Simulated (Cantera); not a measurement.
Source: NASA polynomial tables (part measured, part estimated), evaluated in Cantera. Values are per mole of reaction as written; species without (g) are pure solids or liquids, kept so even where they would boil at 1 bar. VN: taken at fixed stoichiometry.

Question: Between 775 and 1475 K, where is each reaction favourable under standard conditions?
- 3 V + 3 NO2(g) = 2 O3(g) + 3 VN
- 2 VN + 4 O(g) = V2O3 + N2O(g)
- NO2(g) + VN = V + 2 NO(g)

Answer: 
- 3 V + 3 NO2(g) = 2 O3(g) + 3 VN: ΔG° is -306 kJ at 775 K and -173 kJ at 1475 K; it stays negative (K > 1). ΔH° is -445 kJ and ΔS° -185 J/K at 1475 K.
- 2 VN + 4 O(g) = V2O3 + N2O(g): ΔG° is -1386 kJ at 775 K and -1100 kJ at 1475 K; it stays negative (K > 1). ΔH° is -1700 kJ and ΔS° -407 J/K at 1475 K.
- NO2(g) + VN = V + 2 NO(g): ΔG° is 231 kJ at 775 K and 112 kJ at 1475 K; it stays positive (K < 1). ΔH° is 359 kJ and ΔS° 167 J/K at 1475 K.
